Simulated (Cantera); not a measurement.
Input (Python, Cantera):

```python
import numpy as np
import cantera as ct

surf = ct.Interface("diamond.yaml", "diamond_100")
gas, bulk = surf.adjacent["gas"], surf.adjacent["diamond"]
k = surf.kinetics_species_index(bulk.species_names[0])
cover = ["c6HH", "c6H*", "c6*H", "c6**", "c6HM", "c6B"]

rows, drift = [], 0.0
print(f"{'P':>10s}{'um/h':>11s}" + "".join(f"{s:>11s}" for s in cover))
for v in [410, 710, 1200, 2100, 3700, 6400, 11000, 19000]:
    T, P, xH, xCH3 = 1125, v, 0.016, 4.4e-05
    gas.TPX = T, P, {"H": xH, "CH3": xCH3, "CH4": 0.017, "H2": 1 - xH - xCH3 - 0.017}
    surf.TP = bulk.TP = T, P
    surf.coverages = "c6H*:0.1, c6HH:0.9"
    surf.advance_coverages(100.0)
    before = surf.coverages
    surf.advance_coverages(100.0)
    drift = max(drift, np.max(np.abs(surf.coverages - before) / (surf.coverages + 1e-9)))
    rate = surf.net_production_rates[k] * bulk.mean_molecular_weight / bulk.density * 3.6e9
    rows.append([rate, *surf[cover].coverages])
    print(f"{v:10.4g}{rate:11.4e}" + "".join(f"{x:11.3e}" for x in rows[-1][1:]))
```

It prints:

```
         P       um/h       c6HH       c6H*       c6*H       c6**       c6HM        c6B
       410 5.1678e-02  4.918e-01  3.048e-02  4.561e-01  2.117e-02  2.745e-04  1.402e-10
       710 1.2176e-01  4.917e-01  3.049e-02  4.560e-01  2.116e-02  3.906e-04  3.304e-10
      1200 2.6246e-01  4.916e-01  3.050e-02  4.559e-01  2.116e-02  5.112e-04  7.122e-10
      2100 5.5905e-01  4.915e-01  3.052e-02  4.558e-01  2.117e-02  6.324e-04  1.517e-09
      3700 1.1304e+00  4.914e-01  3.057e-02  4.557e-01  2.117e-02  7.328e-04  3.067e-09
      6400 2.1328e+00  4.914e-01  3.066e-02  4.555e-01  2.119e-02  8.036e-04  5.788e-09
   1.1e+04 3.8710e+00  4.913e-01  3.082e-02  4.553e-01  2.122e-02  8.511e-04  1.050e-08
   1.9e+04 6.9210e+00  4.913e-01  3.110e-02  4.550e-01  2.128e-02  8.824e-04  1.878e-08
```

Detailed kinetics in Cantera: the Harris–Goodwin 1993 mechanism for the reconstructed diamond (100) surface.
